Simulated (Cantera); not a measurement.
Input: 1 mol Zr, 0.065 mol H2O, held at 0.230 bar.

Cantera equilibrium calculation (NASA polynomials, part measured and part estimated; ideal gas, pure solids and liquids). Candidate condensed phases: H2O, Zr, ZrO2; 12 gas species. Mutual solubility and eutectic melting of coexisting phases are not modelled. Condensed phases not in the tables: N, O or C dissolved in the metal. Kinetics and transport are ignored.

x: gas mole fraction; n: condensed amount in mol.

```tsv
T (K)	x H2	x H	x H2O	x ZrO	x Zr	x OH	x ZrO2	n Zr(β)	n ZrO2(monoclinic)	n ZrO2(tetragonal)	n Zr(l)
1350	1.000	?	2.33e-10	<1e-12	<1e-12	<1e-12	<1e-12	0.968	0.0325	0	0
1450	1.000	?	1.43e-9	<1e-12	<1e-12	<1e-12	<1e-12	0.968	0.0325	0	0
1550	1.000	?	6.80e-9	4.77e-12	<1e-12	<1e-12	<1e-12	0.968	0	0.0325	0
1650	1.000	?	2.66e-8	8.74e-11	4.90e-12	<1e-12	<1e-12	0.968	0	0.0325	0
1750	1.000	?	8.91e-8	1.14e-9	6.04e-11	2.53e-12	<1e-12	0.968	0	0.0325	0
1850	0.999	?	2.61e-7	1.13e-8	5.67e-10	2.17e-11	3.28e-12	0.968	0	0.0325	0
1950	0.998	?	6.83e-7	8.74e-8	4.22e-9	1.48e-10	4.36e-11	0.968	0	0.0325	0
2050	0.995	?	1.62e-6	5.53e-7	2.58e-8	8.41e-10	4.49e-10	0.968	0	0.0325	0
2150	0.991	?	3.58e-6	2.92e-6	1.31e-7	4.08e-9	3.70e-9	0	0	0.0325	0.968
```

**Question.** Fill in the missing entries.

**Answer.** 
- 1350, x H: 4.97e-6
- 1450, x H: 1.97e-5
- 1550, x H: 6.57e-5
- 1650, x H: 0.000189
- 1750, x H: 0.000485
- 1850, x H: 0.00112
- 1950, x H: 0.00239
- 2050, x H: 0.00472
- 2150, x H: 0.00876
